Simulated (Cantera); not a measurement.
Input: 1 mol N₂O, 0.051 mol O₂, 5.4 mol N₂, held at 3250 °C and 1.00 Torr.

These are equilibrium values from Cantera (NASA tables, ideal gas, pure condensed phases), not measurements of a reactor. Kinetics and transport are ignored.

Base state: N₂ 0.847, O 0.145, N 0.00623, NO 0.00187, O₂ 0.000102 (mole fractions); condensed: gas only.

Task: What changes in the equilibrium state with this change: 1.5 mol HF added?

Result: 
| species | before | after |
|---|---|---|
| N₂ | 0.847 | 0.608 |
| F | 0 | 0.138 |
| H | 0 | 0.138 |
| O | 0.145 | 0.104 |
| HF | 0 | 0.00475 |
| OH | 0 | 8.51e-5 |
| H₂ | 0 | 6.59e-5 |
Further candidate phases: H₂O.
